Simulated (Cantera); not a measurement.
A freely propagating, adiabatic, planar premixed flame of 24.8 % CO, 4.96 % H2, 16.0 % O2, 54.3 % N2, equivalence ratio 0.93, unburnt at 700 K and 900 Torr; mixture-averaged transport, grid criteria slope 0.08 and curve 0.16, no radiation.

Cantera simulation using GRI-Mech 3.0 (53 species, 325 reactions); the numbers are that mechanism's predictions, not measurements. Burning velocities carry a grid error of a few per cent, more on coarse grids.

x: mole fraction of selected species; z is measured from the peak of heat release.

```csv
z (mm),T (K),u (m/s),x CO,x H2,x O2,x OH,x CO2,x NO
-1.92,700,3.05,0.248,0.0496,0.160,<1e-8,<1e-8,<1e-8
-1.28,700,3.05,0.248,0.0496,0.160,<1e-8,<1e-8,<1e-8
-0.961,700,3.05,0.248,0.0495,0.160,<1e-8,<1e-8,<1e-8
-0.641,700,3.04,0.248,0.0494,0.160,<1e-8,2.84e-8,<1e-8
-0.320,704,3.06,0.248,0.0468,0.160,1.51e-6,6.47e-5,<1e-8
-0.160,833,3.58,0.245,0.0368,0.156,0.000277,0.00540,3.98e-8
0,?,5.31,?,?,?,?,?,?
0.160,1589,6.57,0.157,0.00466,0.0857,0.00518,0.102,1.03e-5
0.320,1771,7.20,0.124,0.00473,0.0687,0.00723,0.141,2.24e-5
0.641,1956,7.83,0.104,0.00482,0.0593,0.00896,0.165,4.35e-5
1.28,2128,8.42,0.0938,0.00415,0.0547,0.00962,0.179,7.67e-5
2.56,2284,8.93,0.0818,0.00332,0.0496,0.00944,0.194,0.000151
5.13,2416,9.35,0.0691,0.00259,0.0440,0.00874,0.209,0.000346
```

Question: Complete the blanks.

Answer: 
- 0, T (K): 1257
- 0, x CO: 0.211
- 0, x H2: 0.0137
- 0, x O2: 0.125
- 0, x OH: 0.00222
- 0, x CO2: 0.0420
- 0, x NO: 1.75e-6
